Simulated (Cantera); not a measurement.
Charge: 1 mol MgSO₄, 0.046 mol H₂O, a varied amount of O₂, equilibrated at 2100 K and 0.00120 bar.

Equilibrium computed with Cantera from the NASA thermochemical tables; the gas is ideal and each condensed phase is pure. Candidate condensed phases: H₂O, H₂SO₄, Mg, MgO, Mg(OH)₂, MgS, MgSO₄, S; 26 gas species. Rates play no part.

x: gas mole fraction; n: condensed amount in mol.

| n(O₂) (mol) | x O₂ | x SO₂ | x O | x H₂O | x SO | x OH | n MgO(s) |
|---|---|---|---|---|---|---|---|
| 0.033 | 0.323 | 0.607 | 0.0228 | 0.0220 | 0.0109 | 0.00916 | 0.997 |
| 0.064 | 0.335 | 0.596 | 0.0232 | 0.0215 | 0.0105 | 0.00914 | 0.997 |
| 0.12 | 0.356 | 0.576 | 0.0239 | 0.0207 | 0.00982 | 0.00910 | 0.997 |
| 0.24 | 0.396 | 0.538 | 0.0252 | 0.0191 | 0.00869 | 0.00898 | 0.997 |
| 0.45 | 0.454 | 0.482 | 0.0271 | 0.0168 | 0.00727 | 0.00871 | 0.997 |
| 0.86 | 0.540 | 0.401 | 0.0295 | 0.0135 | 0.00554 | 0.00815 | 0.997 |
| 1.7 | 0.647 | 0.297 | 0.0323 | 0.00944 | 0.00376 | (withheld) | 0.996 |
| 3.2 | 0.745 | 0.204 | 0.0347 | 0.00593 | 0.00240 | (withheld) | 0.995 |
| 6.1 | 0.826 | 0.126 | 0.0365 | 0.00324 | 0.00141 | (withheld) | 0.992 |

Problem. Some entries are withheld; supply them.

Solution. 
- 1.7, x OH: 0.00713
- 3.2, x OH: 0.00586
- 6.1, x OH: 0.00445
